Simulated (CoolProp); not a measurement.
R245ca along the isotherm 450 K: fugacity coefficient from the reference equation and from simpler models built on Tc = 447.6 K, pc = 3941 kPa, ω = 0.355; each cubic takes its own stable root.

The numbers come from the reference Helmholtz-energy equation of state, Zhou 2016 in CoolProp.

```json
[
 {"p (kPa)": "18.7", "phase": "gas", "reference": "0.9984", "van der Waals": "0.9986", "Redlich-Kwong": "0.9984", "Soave-Redlich-Kwong": "0.9984", "Peng-Robinson": "0.9982"},
 {"p (kPa)": "28.2", "phase": "gas", "reference": "0.9975", "van der Waals": "0.9979", "Redlich-Kwong": "0.9976", "Soave-Redlich-Kwong": "0.9976", "Peng-Robinson": "0.9973"},
 {"p (kPa)": "42.5", "phase": "gas", "reference": "0.9963", "van der Waals": "0.9968", "Redlich-Kwong": "0.9964", "Soave-Redlich-Kwong": "0.9964", "Peng-Robinson": "0.9960"},
 {"p (kPa)": "64.2", "phase": "gas", "reference": "0.9944", "van der Waals": "0.9952", "Redlich-Kwong": "0.9945", "Soave-Redlich-Kwong": "0.9946", "Peng-Robinson": "0.9939"},
 {"p (kPa)": "96.8", "phase": "gas", "reference": "0.9915", "van der Waals": "0.9928", "Redlich-Kwong": "0.9918", "Soave-Redlich-Kwong": "0.9918", "Peng-Robinson": "0.9909"},
 {"p (kPa)": "146", "phase": "gas", "reference": "0.9872", "van der Waals": "0.9892", "Redlich-Kwong": "0.9876", "Soave-Redlich-Kwong": "0.9876", "Peng-Robinson": "0.9862"},
 {"p (kPa)": "220", "phase": "gas", "reference": "0.9808", "van der Waals": "0.9837", "Redlich-Kwong": "0.9813", "Soave-Redlich-Kwong": "0.9814", "Peng-Robinson": "0.9793"},
 {"p (kPa)": "332", "phase": "gas", "reference": "0.9711", "van der Waals": "0.9754", "Redlich-Kwong": "0.9719", "Soave-Redlich-Kwong": "0.9720", "Peng-Robinson": "0.9689"},
 {"p (kPa)": "501", "phase": "gas", "reference": "0.9565", "van der Waals": "0.9629", "Redlich-Kwong": "0.9577", "Soave-Redlich-Kwong": "0.9578", "Peng-Robinson": "0.9532"},
 {"p (kPa)": "757", "phase": "gas", "reference": "0.9346", "van der Waals": "0.9440", "Redlich-Kwong": "0.9363", "Soave-Redlich-Kwong": "0.9365", "Peng-Robinson": "0.9297"},
 {"p (kPa)": "1140", "phase": "gas", "reference": "?", "van der Waals": "?", "Redlich-Kwong": "0.9046", "Soave-Redlich-Kwong": "0.9049", "Peng-Robinson": "0.8951"},
 {"p (kPa)": "1720", "phase": "gas", "reference": "0.8538", "van der Waals": "0.8730", "Redlich-Kwong": "0.8571", "Soave-Redlich-Kwong": "0.8576", "Peng-Robinson": "0.8438"},
 {"p (kPa)": "2600", "phase": "gas", "reference": "0.7811", "van der Waals": "0.8076", "Redlich-Kwong": "0.7856", "Soave-Redlich-Kwong": "0.7864", "Peng-Robinson": "0.7677"},
 {"p (kPa)": "3920", "phase": "gas", "reference": "0.6672", "van der Waals": "0.7026", "Redlich-Kwong": "0.6747", "Soave-Redlich-Kwong": "0.6762", "Peng-Robinson": "0.6531"},
 {"p (kPa)": "5910", "phase": "supercritical", "reference": "0.4891", "van der Waals": "?", "Redlich-Kwong": "0.5036", "Soave-Redlich-Kwong": "0.5062", "Peng-Robinson": "0.4838"}
]
```

Problem. Fill in the missing entries.

Solution. 
- 1140, reference: 0.9022
- 1140, van der Waals: 0.9157
- 5910, van der Waals: 0.5339
